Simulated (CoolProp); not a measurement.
Properties of methane along the isobar 0.101 MPa.

The numbers come from the reference Helmholtz-energy equation of state, Setzmann 1991 in CoolProp.

```csv
T (K),phase,cp (kJ/(kg K)),cv (kJ/(kg K)),speed of sound (m/s),isothermal compressibility (1/MPa),viscosity (µPa s),Prandtl number
147.1,gas,2.121,1.571,?,10.06,5.81,0.792
180.7,gas,2.104,1.569,351.4,9.988,7.14,0.770
214.3,gas,2.112,1.583,383.0,9.953,8.38,?
247.9,gas,2.143,?,411.3,9.934,9.55,0.743
281.4,gas,?,1.673,?,9.922,10.7,0.735
315,gas,?,1.750,459.8,9.915,11.7,0.729
348.6,gas,2.366,1.844,481.0,9.910,12.8,0.726
382.2,gas,2.473,1.952,500.6,9.907,13.7,0.723
```

Q: Some entries are withheld; supply them.

A: 
- 147.1, speed of sound (m/s): 315.7
- 214.3, Prandtl number: 0.754
- 247.9, cv (kJ/(kg K)): 1.617
- 281.4, cp (kJ/(kg K)): 2.196
- 281.4, speed of sound (m/s): 436.7
- 315, cp (kJ/(kg K)): 2.272

Viscosity comes from a separate model (Quiñones-Cisneros 2006). Thermal conductivity comes from a separate model (Friend 1989).
